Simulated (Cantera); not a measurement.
## Hydrocarbon pyrolysis for carbon deposition

An isothermal, constant-pressure homogeneous reactor starts with 59.7 % CH₄, 40.3 % N₂, at 1698 K and 101000 Pa.

Cantera simulation using GRI-Mech 3.0 (53 species, 325 reactions); the numbers are that mechanism's predictions, not measurements. GRI-Mech 3.0 stops at C3 and has no aromatics, soot or wall deposition, so with more carbon than oxygen in the feed, carbon stays in small species such as C2H2 where larger ones or solid carbon would form.

```
t (s)      x CH₄       x H    x C₂H₆     x CH₃   x C₂H₄
--------  ------  --------  --------  --------  -------
0.000600   0.563   7.84e-6   0.00291   0.00214  0.00817
0.00155    0.491   1.99e-5   0.00228   0.00190   0.0190
0.00399    0.377   3.60e-5   0.00102   0.00131   0.0130
0.0103     0.251   5.46e-5  0.000394  0.000846  0.00603
0.0265     0.138   7.42e-5  0.000119  0.000480  0.00426
0.0682    0.0634   9.16e-5   2.84e-5  0.000235  0.00432
0.176     0.0297  0.000103   8.59e-6  0.000116  0.00463
0.453     0.0220  0.000106   5.97e-6   8.77e-5  0.00472
1.17      0.0217  0.000106   5.88e-6   8.66e-5  0.00472
3.01      0.0217  0.000106   5.88e-6   8.66e-5  0.00472
7.76      0.0217  0.000106   5.88e-6   8.66e-5  0.00472
20.0      0.0217  0.000106   5.88e-6   8.66e-5  0.00472
```
x: mole fraction; the columns are a selection and need not sum to one.

Equilibrium at this temperature and pressure: CH₄ 0.0188, H 0.000106, C₂H₆ 4.41e-6, CH₃ 7.50e-5, C₂H₄ 0.00352 (gas phase only).
